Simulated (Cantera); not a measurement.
Cantera run, input and output.

```python
import numpy as np
import cantera as ct

gas = ct.Solution("gri30.yaml", transport_model="mixture-averaged")
show = ['CO2', 'CH3', 'O']

rows = []
print(f"{'T/K':>7s}{'rho':>11s}{'cp':>10s}{'mu':>11s}{'lambda':>11s}{'Pr':>7s}" + "".join(f"{'D_' + s:>11s}" for s in show))
for T in [400, 650, 900, 1150, 1400, 1650, 1900, 2150]:
    gas.TPX = T, 190, {'CO2': 0.62}
    Pr = gas.cp_mass * gas.viscosity / gas.thermal_conductivity
    D = [gas.mix_diff_coeffs_mole[gas.species_index(s)] for s in show]
    rows.append([gas.density, gas.cp_mass, gas.viscosity, gas.thermal_conductivity, Pr, *D])
    print(f"{T:7g}{gas.density:11.4e}{gas.cp_mass:10.1f}{gas.viscosity:11.4e}"
          f"{gas.thermal_conductivity:11.4e}{Pr:7.3f}" + "".join(f"{d:11.4e}" for d in D))
print("SI units: kg/m3, J/kg/K, Pa s, W/m/K, m2/s")
```

Result:

```
    T/K        rho        cp         mu     lambda     Pr      D_CO2      D_CH3        D_O
    400 2.5142e-03     937.9 1.9751e-05 2.5328e-02  0.731 0.0000e+00 1.5752e-02 2.2690e-02
    650 1.5472e-03    1102.7 2.9694e-05 4.4799e-02  0.731 0.0000e+00 3.7486e-02 5.2848e-02
    900 1.1174e-03    1203.7 3.7985e-05 6.2581e-02  0.731 0.0000e+00 6.5779e-02 9.1869e-02
   1150 8.7451e-04    1269.3 4.5250e-05 7.8650e-02  0.730 0.0000e+00 9.9787e-02 1.3870e-01
   1400 7.1834e-04    1313.3 5.1817e-05 9.3301e-02  0.729 0.0000e+00 1.3898e-01 1.9266e-01
   1650 6.0950e-04    1343.8 5.7882e-05 1.0680e-01  0.728 0.0000e+00 1.8300e-01 2.5328e-01
   1900 5.2931e-04    1364.9 6.3568e-05 1.1938e-01  0.727 0.0000e+00 2.3157e-01 3.2019e-01
   2150 4.6776e-04    1380.0 6.8959e-05 1.3118e-01  0.725 0.0000e+00 2.8448e-01 3.9309e-01
SI units: kg/m3, J/kg/K, Pa s, W/m/K, m2/s
```

Model: GRI-Mech 3.0 (53 species, 325 reactions), integrated in Cantera.
